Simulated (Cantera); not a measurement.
What does this Cantera script print?

```python
import numpy as np
import cantera as ct

gas = ct.Solution("gri30.yaml", transport_model="multicomponent")
show = ['NH3', 'C2H2', 'O']

rows = []
print(f"{'T/K':>7s}{'rho':>11s}{'cp':>10s}{'mu':>11s}{'lambda':>11s}{'Pr':>7s}" + "".join(f"{'D_' + s:>11s}" for s in show))
for T in [400, 600, 800, 1000, 1200, 1400, 1600, 1800]:
    gas.TPX = T, 500000, {'CH3OH': 0.69}
    Pr = gas.cp_mass * gas.viscosity / gas.thermal_conductivity
    D = [gas.mix_diff_coeffs_mole[gas.species_index(s)] for s in show]
    rows.append([gas.density, gas.cp_mass, gas.viscosity, gas.thermal_conductivity, Pr, *D])
    print(f"{T:7g}{gas.density:11.4e}{gas.cp_mass:10.1f}{gas.viscosity:11.4e}"
          f"{gas.thermal_conductivity:11.4e}{Pr:7.3f}" + "".join(f"{d:11.4e}" for d in D))
print("SI units: kg/m3, J/kg/K, Pa s, W/m/K, m2/s")
```

It prints:

```
    T/K        rho        cp         mu     lambda     Pr      D_NH3     D_C2H2        D_O
    400 4.8172e+00    1604.1 1.3101e-05 2.8083e-02  0.748 5.3352e-06 4.1279e-06 8.4973e-06
    600 3.2115e+00    2101.4 1.9689e-05 5.5217e-02  0.749 1.1942e-05 8.9210e-06 1.7634e-05
    800 2.4086e+00    2490.7 2.5767e-05 8.5487e-02  0.751 2.0730e-05 1.5093e-05 2.9139e-05
   1000 1.9269e+00    2798.1 3.1307e-05 1.1659e-01  0.751 3.1405e-05 2.2459e-05 4.2735e-05
   1200 1.6057e+00    3031.2 3.6380e-05 1.4678e-01  0.751 4.3762e-05 3.0897e-05 5.8239e-05
   1400 1.3763e+00    3214.4 4.1062e-05 1.7580e-01  0.751 5.7652e-05 4.0321e-05 7.5520e-05
   1600 1.2043e+00    3357.2 4.5424e-05 2.0331e-01  0.750 7.2965e-05 5.0670e-05 9.4479e-05
   1800 1.0705e+00    3468.1 4.9524e-05 2.2925e-01  0.749 8.9615e-05 6.1896e-05 1.1504e-04
SI units: kg/m3, J/kg/K, Pa s, W/m/K, m2/s
```

Cantera simulation using GRI-Mech 3.0 (53 species, 325 reactions); the numbers are that mechanism's predictions, not measurements. Polar gases are described roughly by these parameters. The composition is frozen, though it would react at the higher temperatures.
